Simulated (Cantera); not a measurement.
Mixture: 2.18 % C3H8, 20.5 % O2, 77.3 % N2, equivalence ratio 0.53, at 9.87 atm, adiabatic and at constant pressure. Ignition delay is the time to a rise of 400 K.

Model: GRI-Mech 3.0 (53 species, 325 reactions), integrated in Cantera. GRI-Mech 3.0 was tuned for natural gas; its chemistry of propane as a main component is partial and can be far from experiment.

### Question
Predict: delay at 1150 K; delay at 1350 K; delay at 1550 K; delay at 1750 K; apparent activation energy between 1650 and 1850 K.

### Answer
```
Property                                                Result
--------------------------------------------------  ----------
delay at 1150 K                                        3.71 ms
delay at 1350 K                                       0.132 ms
delay at 1550 K                                        12.3 µs
delay at 1750 K                                        2.91 µs
apparent activation energy between 1650 and 1850 K  140 kJ/mol
```
